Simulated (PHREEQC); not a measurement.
A PHREEQC input (ion-association model, wateq4f.dat):

```
SOLUTION 1
  temp 56
  units mg/kgw
  pH 8.09
  pe 8.9
  Na 72.6
  K 0.206
  Ca 23.1
  Mg 81.2
  Cl 48.3 charge
  Li 0.1 charge
  S(6) 249 as SO4
  Alkalinity 265 as HCO3
  Ni 11.4
  Cu(2) 4.13
  O(0) 6.92
END
USE solution 1
EQUILIBRIUM_PHASES 1
  CO2(g) -2.5 10
END
```

It stops with these messages:

```
ERROR: Charge balance specified for more than one species.
ERROR: Program terminating due to input errors.
```

The fault: two constituents marked charge. The line should read `Cl 48.3` where the input has `Cl 48.3 charge / Li 0.1 charge`. With the mend the run ends at pH 8.03 and ionic strength 0.0134 mol/kgw.
